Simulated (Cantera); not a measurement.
## Low-pressure radical oxidation in H2/O2

An isothermal, constant-pressure homogeneous reactor starts with 0.350 % H2, 26.9 % O2, 72.7 % N2, equivalence ratio 0.0065, at 1450 K and 0.00405 atm.

Cantera simulation using the H2/O2 subset of GRI-Mech 3.0, which has no nitrogen chemistry; the numbers are that mechanism's predictions, not measurements. Radical loss at walls, strong at low pressure, is not modelled.

```tsv
t (s)	x H2	x O2	x OH	x H2O2	x O
3.00e-5	0.00350	0.269	2.81e-11	<1e-12	2.81e-11
8.77e-5	0.00350	0.269	2.19e-10	<1e-12	2.19e-10
0.000256	0.00350	0.269	1.46e-9	<1e-12	1.47e-9
0.000750	0.00350	0.269	7.51e-9	1.80e-12	7.72e-9
0.00219	0.00350	0.269	3.42e-8	1.25e-11	3.68e-8
0.00641	0.00350	0.269	2.71e-7	6.54e-11	3.06e-7
0.0187	0.00345	0.269	2.68e-5	2.20e-10	3.08e-5
0.0548	2.88e-5	0.266	0.000553	8.05e-10	0.00300
0.160	1.71e-5	0.266	0.000509	7.07e-10	0.00303
0.468	1.67e-5	0.266	0.000505	7.01e-10	0.00297
1.37	1.59e-5	0.266	0.000491	6.83e-10	0.00280
4.00	1.36e-5	0.266	0.000456	6.35e-10	0.00239
11.7	9.23e-6	0.267	0.000375	5.18e-10	0.00159
34.2	3.98e-6	0.268	0.000247	3.10e-10	0.000668
100	1.02e-6	0.268	0.000125	1.16e-10	0.000169
```
x: mole fraction; the columns are a selection and need not sum to one.

Equilibrium at this temperature and pressure: H2 1.00e-7, O2 0.268, OH 3.92e-5, H2O2 1.78e-11, O 1.63e-5 (gas phase only).
